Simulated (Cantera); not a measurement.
A closed system holds: 1 mol SiH2Cl2, 0.39 mol HCl, 16 mol N2, equilibrated at 1280 Torr.

Cantera equilibrium calculation (NASA polynomials, part measured and part estimated; ideal gas, pure solids and liquids). Candidate condensed phases: NH4Cl, Si, Si3N4; 28 gas species. The tables' values for SiCl3 are old estimates; treat these amounts as uncertain. Rates play no part. All values below are at 1252 °C.

Base state: N2 0.876, HCl 0.0862, H2 0.0243, SiCl4 0.00970, SiCl3 0.00213, SiCl2 0.00139, SiHCl3 0.000309 (mole fractions); condensed: Si3N4(s).

### Question
What changes in the equilibrium state with this change: SiH2Cl2 replaced by SiCl4?

### Answer
| species | before | after |
|---|---|---|
| N2 | 0.876 | 0.920 |
| SiCl4 | 0.00970 | 0.0571 |
| HCl | 0.0862 | 0.0224 |
| H2 | 0.0243 | 1.22e-6 |
| Cl2 | 2.32e-8 | 3.11e-5 |
| SiHCl3 | 0.000309 | 3.52e-7 |
| SiCl2 | 0.00139 | 6.08e-6 |
| Cl | 8.05e-6 | 0.000295 |
| SiCl3 | 0.00213 | 0.000342 |
| Si3N4(s), mol | 0.254 | 0 |
